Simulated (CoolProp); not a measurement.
Properties of R1336mzz(E) at several states.

Values from CoolProp's reference Helmholtz-energy equation of state, Akasaka 2023.

```json
[
 {"T (K)": "267.1", "p (MPa)": "0.0337", "phase": "gas", "density (kg/m³)": "2.537", "expansivity (1/kK)": "4.002"},
 {"T (K)": "336.4", "p (MPa)": "5.7", "phase": "liquid", "density (kg/m³)": "1233", "expansivity (1/kK)": "2.670"},
 {"T (K)": "334.4", "p (MPa)": "1.85", "phase": "liquid", "density (kg/m³)": "1212", "expansivity (1/kK)": "3.153"},
 {"T (K)": "330.6", "p (MPa)": "0.186", "phase": "gas", "density (kg/m³)": "11.70", "expansivity (1/kK)": "3.622"},
 {"T (K)": "298.9", "p (MPa)": "1.42", "phase": "liquid", "density (kg/m³)": "1329", "expansivity (1/kK)": "2.263"}
]
```
